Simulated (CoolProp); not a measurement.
R152A along the isotherm 226.85 °C: Z from the reference equation and from simpler models built on Tc = 113.3 °C, pc = 45.17 bar, ω = 0.275; each cubic takes its own stable root.

The numbers come from the reference Helmholtz-energy equation of state, Outcalt 1996 in CoolProp. It is a modified Benedict-Webb-Rubin equation, recast in Helmholtz form.

```
p (bar)          phase  reference
-------  -------------  ---------
0.357              gas     0.9989
0.556              gas     0.9982
0.866              gas     0.9973
1.35               gas     0.9957
2.1                gas     0.9933
3.27               gas     0.9896
5.09               gas     0.9838
7.92               gas     0.9748
12.3               gas     0.9607
19.2               gas     0.9384
29.9               gas     0.9037
46.6     supercritical     0.8498
72.5     supercritical     0.7699
113      supercritical     0.6733
```

Q: How far does each simpler model (Soave-Redlich-Kwong, Peng-Robinson) lie from the reference over these 14 states: mean and median of the absolute difference, and the worst?

A: 
- Soave-Redlich-Kwong: mean 1.6 %, median 0.2 %, worst +11.9 % at 226.85 °C and 113 bar
- Peng-Robinson: mean 0.7 %, median 0.2 %, worst +5.9 % at 226.85 °C and 113 bar
